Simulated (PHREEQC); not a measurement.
**Alkaline etch or developer: an equilibrium model**

Solution (42 °C): 0.063 mol NaOH and 0.0019 mol NaAlO2 per kg of water. Closed to the air; pH follows from the charge balance.

All values are PHREEQC results (ion-association model, phreeqc.dat), not measurements.

This is a speciation only: nothing precipitates in the calculation.

Question: Predict the pH.

Answer: pH 12.17.

At this temperature some constants are extrapolated from 25 °C, and those without enthalpy data are left unchanged.
